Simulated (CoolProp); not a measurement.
100 sccm (0 °C, 1 atm) of nitrogen bubbles through liquid o-xylene at 333 K and leaves saturated at a total pressure of 0.0757 MPa (ideal gas phase). Each further row changes one setting.

Computed with CoolProp (reference Helmholtz-energy equation of state, Zhou 2012).

| case | vapour pressure (kPa) | mole fraction of vapour | delivery (mg/min) | delivery (sccm) | change of delivery for a bath 1 K warmer (%) |
|---|---|---|---|---|---|
| as stated | 5.42 | 0.0716 | 36.5 | ___ | ___ |
| bath temperature 338 K | 6.77 | 0.0894 | ___ | ___ | ___ |
| total pressure 0.151 MPa | 5.42 | 0.0359 | ___ | 3.72 | 4.8 |

**Question.** What belongs in the gaps?

**Answer.** 
- as stated, delivery (sccm): 7.71
- as stated, change of delivery for a bath 1 K warmer (%): 5.0
- bath temperature 338 K, delivery (mg/min): 46.5
- bath temperature 338 K, delivery (sccm): 9.81
- bath temperature 338 K, change of delivery for a bath 1 K warmer (%): 4.9
- total pressure 0.151 MPa, delivery (mg/min): 17.6
